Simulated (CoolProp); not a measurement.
The fluid at 298.15 K and 8.58 MPa expands adiabatically to 0.637 MPa with isentropic efficiency 0.8. The same conditions are run with several fluids, on thermodynamics alone (safety and materials aside).

Values from CoolProp's reference Helmholtz-energy equation of state of each fluid (ethylene: Smukala 2000; carbon monoxide: Lemmon 2006; C2F6 (R116): Lemmon 2006; nitrogen: Span 2000; dry air: Lemmon 2000). Blends and air are pseudo-pure fits.

Problem. Rank ethylene, carbon monoxide, C2F6 (R116), nitrogen, dry air by work (kJ/kg), highest first.

Solution. nitrogen (124), carbon monoxide (122), dry air (119), ethylene (53.4), C2F6 (R116) (10.4)

| fluid | final temperature (K) | final phase | final density (kg/m³) |
|---|---|---|---|
| ethylene | 208.6 | two-phase, vapour fraction 0.554 | 20.7 |
| carbon monoxide | 165.5 | gas | 13.4 |
| C2F6 (R116) | 237.8 | two-phase, vapour fraction 0.604 | 85.9 |
| nitrogen | 166.5 | gas | 13.2 |
| dry air | 166.0 | gas | 13.8 |
